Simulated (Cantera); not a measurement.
A closed system holds: 1 mol SiCl₄, 0.0045 mol C₃H₈, 1200 mol H₂, at 1.33 mbar.

Method: chemical equilibrium by Gibbs-energy minimisation in Cantera with the NASA 1993 tables (ideal gas, pure condensed phases). Candidate condensed phases: C, C₆H₆, C₇H₈, C₈H₁₈, Si, SiC; 109 gas species. Mutual solubility and eutectic melting of coexisting phases are not modelled. Gases not in the tables: Si₂H₆ and higher silanes. The numbers say what is thermodynamically allowed, not how fast it happens.

Question: Which condensed phases are stable at each of these points (T (°C)): 1075, 1150, 1225, 1300, 1375, 1450, 1525, 1600, 1675?

Answer: 
```json
[
 {"T (°C)": "1075", "condensed phases": "Si(s) + SiC(s)", "Si condensed (%)": "96.3"},
 {"T (°C)": "1150", "condensed phases": "Si(s) + SiC(s)", "Si condensed (%)": "95.9"},
 {"T (°C)": "1225", "condensed phases": "Si(s) + SiC(s)", "Si condensed (%)": "94.6"},
 {"T (°C)": "1300", "condensed phases": "Si(s) + SiC(s)", "Si condensed (%)": "89.6"},
 {"T (°C)": "1375", "condensed phases": "Si(s) + SiC(s)", "Si condensed (%)": "68.6"},
 {"T (°C)": "1450", "condensed phases": "SiC(s)", "Si condensed (%)": "0.8"},
 {"T (°C)": "1525", "condensed phases": "SiC(s)", "Si condensed (%)": "0.2"},
 {"T (°C)": "1600", "condensed phases": "gas only", "Si condensed (%)": "0.0"},
 {"T (°C)": "1675", "condensed phases": "gas only", "Si condensed (%)": "0.0"}
]
```

From 1075 °C to 1375 °C the condensed part is Si(s) + SiC(s). From 1450 °C to 1525 °C the condensed part is SiC(s). From 1600 °C to 1675 °C nothing is condensed.
